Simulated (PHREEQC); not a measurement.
## Metal-bearing waste water: an equilibrium model

Make-up at 25 °C: 0.0016 mol FeSO4, 0.0017 mol CaCl2, 0.00029 mol HCl and 0.0063 mol NaCl per kg of water. Closed to the air; pH follows from the charge balance.

The numbers come from PHREEQC with the Pitzer model, pitzer.dat.

```json
{
  "pH": "3.63",
  "ionic_strength": "0.0181 mol/kgw",
  "specific_conductance": "1590 µS/cm",
  "osmotic_coefficient": "0.925",
  "total_alkalinity": "-0.290 meq/kg"
}
```

```
species  molality  activity   log γ
-------  --------  --------  ------
Cl-       0.00999   0.00873  -0.059
Na+       0.00630   0.00553  -0.057
Ca+2      0.00170  0.000941  -0.257
Fe+2      0.00160  0.000909  -0.246
SO4-2     0.00158  0.000800  -0.296
H+       0.000270  0.000237  -0.056
HSO4-     2.04e-5   1.80e-5  -0.054
```

This is a speciation only: nothing precipitates in the calculation. Complexes and solids missing from the database can't appear.
